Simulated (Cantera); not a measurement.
Ignition delay

Mixture: CH3OH : O2 : N2 : H2O = 1 : 2.42 : 8.23 : 0.38 (molar parts), equivalence ratio 0.62, at 3750 Torr, adiabatic and at constant volume. Ignition delay is the time to a rise of 400 K.

Model: GRI-Mech 3.0 (53 species, 325 reactions), integrated in Cantera. GRI-Mech 3.0 was tuned for natural gas; its chemistry of methanol as a main component is partial and can be far from experiment.

```json
[
 {"T0 (K)": "1073", "delay (ms)": "27.2"},
 {"T0 (K)": "1148", "delay (ms)": "6.15"},
 {"T0 (K)": "1223", "delay (ms)": "1.68"},
 {"T0 (K)": "1298", "delay (ms)": "0.540"},
 {"T0 (K)": "1373", "delay (ms)": "0.201"},
 {"T0 (K)": "1448", "delay (ms)": "0.0851"},
 {"T0 (K)": "1523", "delay (ms)": "0.0402"}
]
```

```json
{
  "apparent activation energy between 1373 and 1523 K": "190 kJ/mol"
}
```
